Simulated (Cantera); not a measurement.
Equilibrium for abatement and gas-phase synthesis: SF6 + H2

Charge: 1 mol SF6, 0.099 mol H2, equilibrated at 1.00 bar.

These are equilibrium values from Cantera (NASA tables, ideal gas, pure condensed phases), not measurements of a reactor. Candidate condensed phases: S; 44 gas species. Ions and electrons are included (thermal ionisation). The tables' values for S2F2 (SSF2), SF3, FS2F (FSSF) are old estimates; treat these amounts as uncertain. The numbers say what is thermodynamically allowed, not how fast it happens.

| T (°C) | log p F | log p S | log p SF | log p HF | log p S2 | log p SF2 | log p H | log p S2F2 (SSF2) |
|---|---|---|---|---|---|---|---|---|
| 2727 | -0.08 | -1.41 | -1.32 | -1.50 | -1.62 | -1.62 | -5.23 | -3.27 |
| 2977 | -0.08 | -1.13 | -1.52 | -1.52 | -1.66 | -2.35 | -4.46 | -4.22 |
| 3227 | -0.08 | -0.99 | -1.79 | -1.54 | -1.87 | -3.08 | -3.79 | -5.23 |
| 3477 | -0.08 | -0.91 | -2.07 | -1.55 | -2.16 | -3.76 | -3.21 | -6.21 |
| 3727 | -0.08 | -0.88 | -2.35 | -1.58 | -2.47 | -4.39 | -2.71 | -7.13 |
| 3977 | -0.08 | -0.86 | -2.62 | -1.63 | -2.78 | -4.96 | -2.30 | -7.97 |
| 4227 | -0.08 | -0.86 | -2.86 | -1.74 | -3.07 | -5.47 | -2.00 | -8.73 |
| 4477 | -0.08 | -0.86 | -3.08 | -1.91 | -3.34 | -5.93 | -1.81 | -9.42 |
| 4727 | -0.08 | -0.86 | -3.28 | -2.13 | -3.59 | -6.35 | -1.69 | -10.04 |
log p: log10 of the partial pressure in bar; nothing condenses.

From 2727 °C to 4727 °C nothing is condensed.
